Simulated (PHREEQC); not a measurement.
A solution holds 0.021 mol/kgw H2S and 0.0031 mol/kgw (NH4)2HPO4, at 78 °C. Closed to the air; pH follows from the charge balance.

The numbers come from PHREEQC with the ion-association model, wateq4f.dat.

Precipitation was switched off in this run.

Problem. Predict the pH.

Solution. pH 5.71.

Problem. In which forms is S present?

Solution. H2S 86 %, HS- 14 % of the S.

H3PO4, which wateq4f.dat lacks, is added to it with the constant of phreeqc.dat. At this temperature some constants are extrapolated from 25 °C, and those without enthalpy data are left unchanged. The polysulfide entries of wateq4f.dat were taken out for this run.
